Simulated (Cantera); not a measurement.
Feed: 1 mol borazine, 32 mol H2, 0.12 mol N2, 0.14 mol NH3, equilibrated at 2073 K and 1.33 mbar.

Equilibrium computed with Cantera from the NASA thermochemical tables; the gas is ideal and each condensed phase is pure. Candidate condensed phases: B, BN; 15 gas species. The feed counts by its element totals alone. The tables' values for BH2 are old estimates; treat these amounts as uncertain. The numbers say what is thermodynamically allowed, not how fast it happens.

Q: What is the equilibrium state?

A: 
| Quantity | Result |
|---|---|
| x(H2) | 0.887 |
| x(H) | 0.0678 |
| x(N2) | 0.0442 |
| x(BH2) | 0.000622 |
| x(B) | 0.000323 |
| x(BH) | 1.96e-5 |
| x(BN) | 2.26e-6 |
| x(BH3) | 1.31e-6 |
| n(B(s)) | 2.96 mol |
| gas amount | 38.21 mol |
